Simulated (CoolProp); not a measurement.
Vapour-liquid equilibrium of CHF3 (R23) (1) + propylene (2) at 222.7 K; x and y are mole fractions of (1).

Computed with CoolProp (multi-fluid Helmholtz-energy mixture model, Penoncello 2003 and Lemmon 2013; pair parameters Bell 2016).

```
x      bubble pressure (bar)  y at the bubble point  dew pressure at overall composition x (bar)  liquid density (mol/L)
-----  ---------------------  ---------------------  -------------------------------------------  ----------------------
0.05                   1.511                  0.426                                       0.9346                   14.72
0.125                  2.259                  0.633                                        1.012                   14.93
0.2                    2.822                  0.719                                        1.104                   15.14
0.275                  3.239                  0.766                                        1.213                   15.37
0.35                   3.544                  0.795                                        1.345                   15.61
0.425                  3.771                  0.816                                        1.509                   15.86
0.5                    3.944                  0.832                                        1.717                   16.13
0.575                  4.085                  0.846                                        1.988                   16.42
0.65                   4.209                  0.860                                        2.356                   16.75
0.725                  4.326                  0.876                                        2.871                   17.10
0.8                    4.443                  0.895                                        3.594                   17.50
0.875                  4.557                  0.922                                        4.323                   17.95
0.95                   4.657                  0.962                                        4.633                   18.45
```

No azeotrope shows between x = 0.05 and 0.95.

Pair parameters are fitted to limited data, so mixtures are less certain than the pure fluids. With so large a gap from Raoult's law the liquid may split in two, which this calculation doesn't test in full.
